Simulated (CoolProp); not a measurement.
Saturation properties of the fluoroketone C6F12O (FK-5-1-12) (Tc = 441.8 K, pc = 1.869 MPa, ω = 0.471).

Computed with CoolProp (reference Helmholtz-energy equation of state, McLinden 2015).

| T (K) | p (MPa) | liquid density (kg/m³) | vapour density (kg/m³) | enthalpy of vaporisation (kJ/kg) | liquid cp (kJ/(kg K)) |
|---|---|---|---|---|---|
| 352.3 | 0.2589 | 1422 | (withheld) | (withheld) | 1.159 |
| 355.4 | 0.2821 | 1410 | 34.79 | 77.16 | 1.164 |
| 358.5 | 0.3069 | 1399 | 37.88 | 76.04 | 1.170 |
| 361.7 | 0.3342 | 1386 | 41.30 | 74.86 | 1.175 |
| 364.8 | 0.3624 | 1374 | 44.87 | 73.69 | 1.181 |
| 367.9 | 0.3923 | 1361 | 48.70 | 72.49 | 1.187 |
| 371 | 0.4241 | 1348 | 52.81 | 71.25 | (withheld) |
| 374.2 | 0.4589 | 1334 | 57.38 | 69.95 | 1.201 |
| 377.3 | 0.4947 | 1321 | 62.14 | 68.64 | 1.208 |
| 380.4 | 0.5325 | 1307 | 67.25 | 67.30 | 1.216 |

Question: Complete the blanks.

Answer: 
- 352.3, vapour density (kg/m³): 31.92
- 352.3, enthalpy of vaporisation (kJ/kg): 78.26
- 371, liquid cp (kJ/(kg K)): 1.194

It boils at 322.2 K under 1 atm.
